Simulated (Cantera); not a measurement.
Feed: 1 mol Si3N4, 0.18 mol H2O, 600 mol H2, equilibrated at 900 K and 10.0 Torr.

These are equilibrium values from Cantera (NASA tables, ideal gas, pure condensed phases), not measurements of a reactor. Candidate condensed phases: H2O, Si, SiO2, Si2N2O, Si3N4; 35 gas species. Kinetics and transport are ignored.

Base state: H2 1.000, N2 9.99e-5 (mole fractions); condensed: Si2N2O(s) + Si3N4(s).

Problem. What changes in the equilibrium state with this change: temperature from 900 K to 1550 K?

Solution. 
| species | before | after |
|---|---|---|
| H2 | 1.000 | 0.996 |
| N2 | 9.99e-5 | 0.00332 |
| SiO | <1e-9 | 0.000299 |
| H | 1.01e-9 | 0.000272 |
| Si2N2O(s), mol | 0.180 | 0 |
| Si3N4(s), mol | 0.880 | 0 |
| Si(s), mol | 0 | 2.82 |
